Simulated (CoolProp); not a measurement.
Vapour-liquid equilibrium of CHF3 (R23) (1) + CH2F2 (R32) (2) at 269 K; x and y are mole fractions of (1).

Values from CoolProp's multi-fluid Helmholtz-energy mixture model, Penoncello 2003 and Tillner-Roth 1997; pair parameters Bell 2016.

Give the bubble pressure and the first vapour's composition at x = 0.05, 0.25, 0.85. Is there an azeotrope?

x = 0.05: 7.797 bar, y = 0.121; x = 0.25: 10.63 bar, y = 0.457; x = 0.85: 19.69 bar, y = 0.923. No azeotrope shows between x = 0.05 and 0.95.

Pair parameters are fitted to limited data, so mixtures are less certain than the pure fluids.
